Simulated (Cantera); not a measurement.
# NO annealing gas

A perfectly stirred reactor is fed with 21.7 % NO, 78.3 % N2, at 1.48 atm; it is held at 2173 K, and followed from long to short residence time.

Computed with Cantera and GRI-Mech 3.0 (53 species, 325 reactions).

| τ (s) | x NO | x NO2 | x N2O | x O2 | x O | x N2 |
|---|---|---|---|---|---|---|
| 7.7 | 0.0147 | 1.64e-5 | 7.00e-7 | 0.101 | 0.000594 | 0.884 |
| 1.8 | 0.0292 | 3.16e-5 | 9.90e-7 | 0.0938 | 0.000574 | 0.876 |
| 0.41 | 0.0718 | 6.87e-5 | 3.07e-6 | 0.0724 | 0.000509 | 0.855 |
| 0.096 | 0.147 | 0.000101 | 1.13e-5 | 0.0351 | 0.000368 | 0.818 |
| 0.022 | 0.198 | 8.07e-5 | 2.09e-5 | 0.00924 | 0.000222 | 0.792 |
| 0.0052 | 0.213 | 5.96e-5 | 2.39e-5 | 0.00201 | 0.000156 | 0.785 |
| 0.0012 | 0.216 | 4.65e-5 | 2.34e-5 | 0.000365 | 0.000121 | 0.783 |
x: mole fraction; the columns are a selection and need not sum to one.
